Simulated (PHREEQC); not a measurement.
Dissolve 0.075 mol CuSO4 and 0.00066 mol H2SO4 per kg of water at 45 °C. Closed to the air; pH follows from the charge balance.

Equilibrium calculation in PHREEQC: ion-association model, phreeqc.dat.

```
quantity           before     after
---------------  --------  --------
pH                   3.45      3.52
SO4-2 (mol/kgw)    0.0390    0.0555
HSO4- (mol/kgw)  0.000881  0.000947
```

**Question.** What was changed between the two runs?
A) CuSO4 left out
B) H2SO4 from 0.00066 to 0.0033 mol/kgw
C) CuSO4 from 0.075 to 0.112 mol/kgw
D) temperature from 45 to 5 °C
E) temperature from 45 to 70 °C

**Answer.** C, CuSO4 from 0.075 to 0.112 mol/kgw

Precipitation was switched off in this run. At this temperature some constants are extrapolated from 25 °C, and those without enthalpy data are left unchanged.
